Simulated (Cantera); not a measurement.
**Hydrocarbon pyrolysis for carbon deposition**

An isothermal, constant-pressure homogeneous reactor starts with CH4 : N2 = 1 : 20 (molar parts), at 1700 K and 250 Pa.

Computed with Cantera and GRI-Mech 3.0 (53 species, 325 reactions). GRI-Mech 3.0 stops at C3 and has no aromatics, soot or wall deposition, so with more carbon than oxygen in the feed, carbon stays in small species such as C2H2 where larger ones or solid carbon would form. Radical loss at walls, strong at low pressure, is not modelled.

| t (s) | x CH4 | x H | x HCN | x C2H | x C2H4 |
|---|---|---|---|---|---|
| 0.000500 | 0.0476 | 3.10e-7 | <1e-12 | <1e-12 | <1e-12 |
| 0.00150 | 0.0476 | 3.62e-7 | <1e-12 | <1e-12 | 4.94e-11 |
| 0.00451 | 0.0476 | 3.64e-7 | <1e-12 | <1e-12 | 2.08e-9 |
| 0.0136 | 0.0476 | 3.71e-7 | <1e-12 | <1e-12 | 6.54e-8 |
| 0.0408 | 0.0475 | 4.42e-7 | 3.40e-12 | <1e-12 | 1.83e-6 |
| 0.122 | 0.0472 | 1.12e-6 | 7.08e-11 | 9.22e-11 | 4.67e-5 |
| 0.368 | 0.0441 | 8.78e-6 | 5.85e-9 | 5.77e-9 | 0.000858 |
| 1.11 | 0.0253 | 6.24e-5 | 3.84e-7 | 1.04e-7 | 0.00126 |
| 3.32 | 0.00782 | 0.000135 | 2.71e-6 | 2.49e-7 | 0.000115 |
| 9.98 | 0.00138 | 0.000245 | 9.25e-6 | 4.55e-7 | 6.16e-6 |
| 30.0 | 0.000146 | 0.000441 | 2.50e-5 | 8.22e-7 | 3.42e-7 |
x: mole fraction; the columns are a selection and need not sum to one.

Equilibrium at this temperature and pressure: CH4 3.74e-7, H 0.000773, HCN 0.0365, C2H 2.85e-7, C2H4 3.67e-8 (gas phase only).
